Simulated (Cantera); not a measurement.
An isothermal, constant-pressure homogeneous reactor starts with 4.35 % CH4, 95.7 % H2, at 1450 K and 0.0132 atm.

Model: GRI-Mech 3.0 (53 species, 325 reactions), integrated in Cantera. GRI-Mech 3.0 stops at C3 and has no aromatics, soot or wall deposition, so with more carbon than oxygen in the feed, carbon stays in small species such as C2H2 where larger ones or solid carbon would form. Radical loss at walls, strong at low pressure, is not modelled.

x: mole fraction; the columns are a selection and need not sum to one.

```csv
t (s),x CH4,x H2,x C2H6,x C2H2,x C2H,x H,x CH3
6.00e-5,0.0435,0.957,<1e-12,<1e-12,<1e-12,7.92e-9,7.63e-9
0.000147,0.0435,0.957,<1e-12,<1e-12,<1e-12,1.97e-8,1.85e-8
0.000361,0.0435,0.957,<1e-12,<1e-12,<1e-12,4.86e-8,4.50e-8
0.000886,0.0435,0.957,<1e-12,<1e-12,<1e-12,1.20e-7,1.10e-7
0.00217,0.0435,0.957,2.22e-12,<1e-12,<1e-12,2.94e-7,2.69e-7
0.00533,0.0435,0.957,3.21e-11,<1e-12,<1e-12,7.21e-7,6.61e-7
0.0131,0.0435,0.957,4.43e-10,<1e-12,<1e-12,1.77e-6,1.62e-6
0.0321,0.0435,0.957,___,3.53e-11,<1e-12,4.34e-6,3.97e-6
0.0788,0.0435,0.957,___,1.84e-9,<1e-12,1.05e-5,9.65e-6
0.193,0.0435,0.957,___,1.17e-7,<1e-12,2.48e-5,2.27e-5
0.474,0.0434,0.956,___,5.84e-6,<1e-12,4.85e-5,4.43e-5
1.16,0.0432,0.957,1.53e-6,8.25e-5,7.08e-12,6.01e-5,5.46e-5
2.85,0.0426,0.957,1.51e-6,0.000348,3.01e-11,6.07e-5,5.44e-5
7.00,0.0413,0.958,1.43e-6,0.000983,8.57e-11,6.11e-5,5.30e-5
```

Task: Complete the blanks.

Result: 
- 0.0321, x C2H6: 5.50e-9
- 0.0788, x C2H6: 5.43e-8
- 0.193, x C2H6: 3.43e-7
- 0.474, x C2H6: 1.11e-6
